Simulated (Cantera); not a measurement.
A closed system holds: 1 mol AlN, a varied amount of O2, 0.37 mol H2, equilibrated at 1625 °C and 16.0 Pa.

Equilibrium computed with Cantera from the NASA thermochemical tables; the gas is ideal and each condensed phase is pure. Candidate condensed phases: Al, AlN, Al2O3, H2O; 35 gas species. Rates play no part.

At 8.4 mol O2, list the 4 most abundant gas species with their mole fractions, and the condensed phases.

O2 0.869, N2 0.0576, H2O 0.0380, O 0.0216. Condensed: Al2O3(s).
